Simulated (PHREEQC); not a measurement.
Model water analysis in mg/kgw, 20 °C, pH 5.96, pe -0.2: Na 0.67; K 0.146; Ca 2.89; Mg 2.83; Cl 5.38; S(6) as SO4 1.71; Alkalinity as HCO3 7.5; Br 0.133; Fe(2) 0.0776.

Valence states are taken as typed.

Computed with PHREEQC (ion-association model, phreeqc.dat).

```yaml
ionic_strength: 0.000569 mol/kgw
charge_balance_error: 13.9 %
```

```csv
species,molality,activity,log γ
CO2,0.000318,0.000318,0.000
Cl-,0.000152,0.000148,-0.012
HCO3-,0.000124,0.000121,-0.012
Mg+2,0.000116,0.000104,-0.046
Ca+2,7.18e-5,6.46e-5,-0.046
Na+,2.91e-5,2.84e-5,-0.012
SO4-2,1.73e-5,1.55e-5,-0.046
K+,3.73e-6,3.63e-6,-0.012
```

Precipitation was switched off in this run.
